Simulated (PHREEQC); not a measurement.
# Buffer: speciation

Make-up at 5 °C: 3.8 mmol/kgw NaHCO3 and 180 mmol/kgw NaF. Closed to the air; pH follows from the charge balance.

The numbers come from PHREEQC with the ion-association model, phreeqc.dat.

Each row changes one thing in this solution. Precipitation was switched off in this run.

```csv
case,pH,ionic strength (mol/kgw),Na+ (mol/kgw),F- (mol/kgw),NaF (mol/kgw),HCO3- (mol/kgw)
as made,8.22,0.174,0.174,0.171,0.00909,0.00348
NaHCO3 from 0.0038 to 0.00076 mol/kgw,8.24,0.172,0.172,0.171,0.00898,0.000697
temperature from 5 to 10 °C,8.15,0.175,0.174,0.171,0.00906,0.00349
NaF from 0.18 to 0.36 mol/kgw,8.15,0.334,0.334,0.331,0.0291,0.00334
0.04 mol/kgw HBr added,3.56,0.177,0.177,0.127,0.00684,5.74e-6
```

Constants without temperature data keep their 25 °C values here.
